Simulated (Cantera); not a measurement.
Input: 1 mol TEOS, 0.34 mol CO₂, 71 mol N₂, held at 1600 °C and 0.735 Torr.

Cantera equilibrium calculation (NASA polynomials, part measured and part estimated; ideal gas, pure solids and liquids). Candidate condensed phases: C, C₆H₆, C₇H₈, C₈H₁₈, H₂O, Si, SiC, SiO₂, Si₂N₂O, Si₃N₄; 151 gas species. The feed counts by its element totals alone. Kinetics and transport are ignored.

Base state: N₂ 0.824, H₂ 0.111, CO 0.0540, H 0.00689, HCN 0.00262, SiO 0.000368, Si 0.000300, HNC 0.000116 (mole fractions); condensed: C(graphite) + SiC(s).

Question: What changes in the equilibrium state with this change: pressure from 0.735 Torr to 7.50 Torr?

Answer: 
```tsv
species	before	after
N₂	0.824	0.826
H₂	0.111	0.114
CO	0.0540	0.0542
H	0.00689	0.00218
SiO	0.000368	0.000369
Si	0.000300	2.94e-5
C₂H₂ (acetylene)	3.48e-5	3.56e-5
HCN	0.00262	0.00265
C(graphite), mol	2.51	2.48
SiC(s), mol	0.941	0.966
```

Question: What changes in the equilibrium state with this change: pressure from 0.735 Torr to 0.458 Torr?

Answer: 
```json
[
 {"species": "N₂", "before": "0.824", "after": "0.823"},
 {"species": "H₂", "before": "0.111", "after": "0.110"},
 {"species": "CO", "before": "0.0540", "after": "0.0540"},
 {"species": "H", "before": "0.00689", "after": "0.00869"},
 {"species": "Si", "before": "0.000300", "after": "0.000481"},
 {"species": "SiC₂", "before": "6.57e-6", "after": "1.06e-5"},
 {"species": "C₂H₂ (acetylene)", "before": "3.48e-5", "after": "3.45e-5"},
 {"species": "HNC", "before": "0.000116", "after": "0.000116"},
 {"species": "C(graphite), mol", "before": "2.51", "after": "2.52"},
 {"species": "SiC(s), mol", "before": "0.941", "after": "0.924"}
]
```
